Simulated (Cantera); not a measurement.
Cantera with NASA thermochemical tables; ideal gases at 1 bar, condensed phases pure. Values are per mole of reaction as written; species without (g) are pure solids or liquids, kept so even where they would boil at 1 bar.

2 O(g) + Si + SF₄(g) ⇌ SO₂(g) + SiF₄(g)

| T (K) | ΔH° (kJ) | ΔS° (J/K) | ΔG° (kJ) | log10 K |
|---|---|---|---|---|
| 300 | -1647.0 | -109.8 | -1614.1 | 281.03 |
| 375 | -1649.1 | -115.9 | -1605.6 | 223.65 |
| 450 | -1651.0 | -120.6 | -1596.8 | 185.34 |
| 525 | ___ | ___ | ___ | ___ |
| 600 | -1654.4 | -127.2 | -1578.1 | 137.39 |
| 675 | -1655.9 | -129.5 | -1568.5 | 121.38 |
| 750 | -1657.3 | -131.5 | -1558.7 | 108.56 |
| 825 | ___ | ___ | ___ | ___ |
| 900 | -1659.9 | -134.6 | -1538.7 | 89.30 |
| 975 | -1661.1 | -135.9 | -1528.6 | 81.89 |
| 1050 | -1662.3 | -137.1 | -1518.3 | 75.53 |

What belongs in the gaps?


- 525, ΔH° (kJ): -1652.8
- 525, ΔS° (J/K): -124.2
- 525, ΔG° (kJ): -1587.6
- 525, log10 K: 157.95
- 825, ΔH° (kJ): -1658.7
- 825, ΔS° (J/K): -133.2
- 825, ΔG° (kJ): -1548.8
- 825, log10 K: 98.06
